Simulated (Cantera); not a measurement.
## Equilibrium for hydrogen reduction and annealing atmospheres: ZrO2 + H2 + N2

Charge: 1 mol ZrO2, 0.69 mol H2, 92 mol N2, held at 7.50 Torr.

Equilibrium computed with Cantera from the NASA thermochemical tables; the gas is ideal and each condensed phase is pure. Candidate condensed phases: H2O, Zr, ZrN, ZrO2; 28 gas species. Kinetics and transport are ignored.

```json
[
 {"T (°C)": "1150", "x N2": "0.993", "x H2": "0.00744", "x H": "5.73e-6", "x H2O": "4.03e-8", "n ZrO2(monoclinic)": "1.000", "n ZrO2(tetragonal)": "0"},
 {"T (°C)": "1200", "x N2": "0.993", "x H2": "0.00744", "x H": "1.09e-5", "x H2O": "5.59e-8", "n ZrO2(monoclinic)": "1.000", "n ZrO2(tetragonal)": "0"},
 {"T (°C)": "1250", "x N2": "0.993", "x H2": "0.00743", "x H": "1.99e-5", "x H2O": "7.51e-8", "n ZrO2(monoclinic)": "0", "n ZrO2(tetragonal)": "1.000"},
 {"T (°C)": "1300", "x N2": "0.993", "x H2": "0.00743", "x H": "3.50e-5", "x H2O": "9.90e-8", "n ZrO2(monoclinic)": "0", "n ZrO2(tetragonal)": "1.000"},
 {"T (°C)": "1350", "x N2": "0.993", "x H2": "0.00741", "x H": "5.95e-5", "x H2O": "1.28e-7", "n ZrO2(monoclinic)": "0", "n ZrO2(tetragonal)": "1.000"},
 {"T (°C)": "1400", "x N2": "0.993", "x H2": "0.00739", "x H": "9.79e-5", "x H2O": "1.63e-7", "n ZrO2(monoclinic)": "0", "n ZrO2(tetragonal)": "1.000"},
 {"T (°C)": "1450", "x N2": "0.992", "x H2": "0.00737", "x H": "0.000157", "x H2O": "2.04e-7", "n ZrO2(monoclinic)": "0", "n ZrO2(tetragonal)": "1.000"},
 {"T (°C)": "1500", "x N2": "0.992", "x H2": "0.00732", "x H": "0.000243", "x H2O": "2.52e-7", "n ZrO2(monoclinic)": "0", "n ZrO2(tetragonal)": "1.000"},
 {"T (°C)": "1550", "x N2": "0.992", "x H2": "0.00726", "x H": "0.000369", "x H2O": "3.07e-7", "n ZrO2(monoclinic)": "0", "n ZrO2(tetragonal)": "1.000"},
 {"T (°C)": "1600", "x N2": "0.992", "x H2": "0.00717", "x H": "0.000546", "x H2O": "3.68e-7", "n ZrO2(monoclinic)": "0", "n ZrO2(tetragonal)": "1.000"},
 {"T (°C)": "1650", "x N2": "0.992", "x H2": "0.00705", "x H": "0.000791", "x H2O": "4.34e-7", "n ZrO2(monoclinic)": "0", "n ZrO2(tetragonal)": "1.000"},
 {"T (°C)": "1700", "x N2": "0.992", "x H2": "0.00688", "x H": "0.00112", "x H2O": "5.05e-7", "n ZrO2(monoclinic)": "0", "n ZrO2(tetragonal)": "1.000"},
 {"T (°C)": "1750", "x N2": "0.992", "x H2": "0.00666", "x H": "0.00155", "x H2O": "5.77e-7", "n ZrO2(monoclinic)": "0", "n ZrO2(tetragonal)": "1.000"},
 {"T (°C)": "1800", "x N2": "0.992", "x H2": "0.00638", "x H": "0.00210", "x H2O": "6.48e-7", "n ZrO2(monoclinic)": "0", "n ZrO2(tetragonal)": "1.000"}
]
```
x: gas mole fraction; n: condensed amount in mol.

From 1150 °C to 1200 °C the condensed part is ZrO2(monoclinic). From 1250 °C to 1800 °C the condensed part is ZrO2(tetragonal).
